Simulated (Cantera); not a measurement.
A freely propagating, adiabatic, planar premixed flame of H₂ : O₂ : N₂ = 1 : 0.179 : 0.671 (molar parts), equivalence ratio 2.8, unburnt at 550 K and 500000 Pa; mixture-averaged transport, grid criteria slope 0.08 and curve 0.16, no radiation.

Detailed kinetics in Cantera: the H2/O2 subset of GRI-Mech 3.0, which has no nitrogen chemistry. The hydrogen kinetics of GRI-Mech 3.0 are dated; newer H2 mechanisms differ, most at raised pressure. Burning velocities carry a grid error of a few per cent, more on coarse grids.

Q: What does this change do: H2 1 to 0.75 parts?

A: 
```json
[
 {"quantity": "laminar burning velocity", "before": "649 cm/s", "after": "774 cm/s"},
 {"quantity": "thermal thickness", "before": "0.0607 mm", "after": "0.0553 mm"},
 {"quantity": "peak x(H₂O₂)", "before": "4.66e-5", "after": "5.44e-5"},
 {"quantity": "peak x(OH)", "before": "0.00151", "after": "0.00388"},
 {"quantity": "peak x(H)", "before": "0.0409", "after": "0.0535"}
]
```
